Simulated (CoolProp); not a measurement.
Vapour pressure (MPa) of CH3F (R41): the reference equation beside estimates from Tc = 44.1 °C, pc = 5.906 MPa, ω = 0.200. Clausius-Clapeyron is anchored at -21.05 °C with a constant enthalpy of vaporisation of 13.19 kJ/mol.

Values from CoolProp's reference Helmholtz-energy equation of state, Lemmon 2006. It is a short technical equation, of lower accuracy than the large ones.

| T (°C) | reference | Clausius-Clapeyron | Redlich-Kwong |
|---|---|---|---|
| -27.35 | 0.8970 | … | 1.151 |
| -21.05 | 1.101 | 1.101 | 1.384 |
| -14.75 | 1.338 | 1.284 | … |
| -8.55 | 1.606 | … | 1.938 |
| -2.25 | 1.918 | … | 2.268 |
| 4.05 | 2.274 | 1.947 | 2.634 |
| 10.25 | … | 2.206 | 3.030 |
| 16.55 | 3.125 | 2.492 | 3.472 |
| 22.85 | 3.637 | 2.800 | 3.955 |

Q: Fill in the missing entries.

A: 
- -27.35, Clausius-Clapeyron: 0.9369
- -14.75, Redlich-Kwong: 1.647
- -8.55, Clausius-Clapeyron: 1.482
- -2.25, Clausius-Clapeyron: 1.704
- 10.25, reference: 2.670

Absolute difference from the reference over all 9 rows, mean and median: Clausius-Clapeyron 11.4 and 11.2 %, Redlich-Kwong 18.4 and 18.2 %.
